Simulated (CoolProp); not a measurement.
Vapour-liquid equilibrium of benzene (1) + n-heptane (2) at 0.0181 MPa; x and y are mole fractions of (1).

The numbers come from the multi-fluid Helmholtz-energy mixture model, Thol 2012 and Span 2003; pair parameters Bell 2016 in CoolProp.

| x | bubble temperature (K) | y at the bubble point | dew temperature at overall composition x (K) | liquid density (mol/L) |
|---|---|---|---|---|
| 0.05 | 320.2 | 0.122 | 321.4 | 6.730 |
| 0.2 | 315.4 | 0.393 | 318.9 | 7.218 |
| 0.35 | 312.0 | 0.564 | 316.2 | 7.755 |
| 0.5 | 309.6 | 0.680 | 313.3 | 8.355 |
| 0.65 | 308.0 | 0.770 | 310.2 | 9.036 |
| 0.8 | 306.9 | 0.855 | 307.5 | 9.821 |
| 0.95 | 306.2 | 0.957 | 306.2 | 10.73 |

No azeotrope shows between x = 0.05 and 0.95.

The pair parameters rest on a limited set of measurements; away from them the model extrapolates.
